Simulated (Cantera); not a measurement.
Input: 1 mol borazine, 14 mol H₂O, 180 mol N₂, at 0.000220 bar.

These are equilibrium values from Cantera (NASA tables, ideal gas, pure condensed phases), not measurements of a reactor. Candidate condensed phases: B, BN, B₂O₃, B₃O₃H₃, H₂O; 39 gas species. The feed counts by its element totals alone. Kinetics and transport are ignored.

x: gas mole fraction; n: condensed amount in mol.

```
T (K)   x N₂   x H₂O    x H₂       x H    x HBO₂    x OH  n B₂O₃(l)
-----  -----  ------  ------  --------  --------  ------  ---------
825    0.914  0.0478  0.0378  1.04e-10   4.34e-6  <1e-12       1.50
1025   0.914  0.0475  0.0378   5.71e-8  0.000642     [?]       1.44
1225   0.907  0.0401  0.0375   4.07e-6    0.0148     [?]          0
1425   0.907  0.0402  0.0375   8.90e-5    0.0147     [?]          0
1625   0.907  0.0402  0.0370  0.000915    0.0144     [?]          0
1825   0.905  0.0398  0.0350   0.00555    0.0139     [?]          0
2025   0.893  0.0345  0.0304    0.0226    0.0120     [?]          0
```

Problem. Complete the blanks.

Solution. 
- 1025, x OH: 1.92e-10
- 1225, x OH: 3.96e-8
- 1425, x OH: 2.09e-6
- 1625, x OH: 4.19e-5
- 1825, x OH: 0.000441
- 2025, x OH: 0.00268
